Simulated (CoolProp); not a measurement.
Vapour-liquid equilibrium of carbon dioxide (1) + C2F6 (R116) (2) at -39.65 °C; x and y are mole fractions of (1).

Model: multi-fluid Helmholtz-energy mixture model, Span 1996 and Lemmon 2006; pair parameters Bell 2016, in CoolProp.

```csv
x,"bubble pressure, mixture model (kPa)","bubble pressure, Raoult's law (kPa)","y, mixture model","y, Raoult's law"
0.05,622.4,570.7,0.145,0.089
0.125,735.1,605.9,0.312,0.210
0.2,839.6,641.2,0.431,0.317
0.275,929.3,676.5,0.517,0.414
0.35,1002,711.8,0.579,0.500
0.425,1056,747.1,0.626,0.579
0.5,1095,782.3,0.663,0.650
0.575,1122,817.6,0.693,0.716
0.65,1139,852.9,0.719,0.775
0.725,1147,888.2,0.746,0.831
0.8,1147,923.4,0.778,0.881
0.875,1131,958.7,0.825,0.929
0.95,1084,994.0,0.905,0.972
```

The largest gap from Raoult's law is +41.3 % in bubble pressure, at x = 0.425. y crosses x between x = 0.725 and 0.8: the model has an azeotrope there.

The pair parameters rest on a limited set of measurements; away from them the model extrapolates.
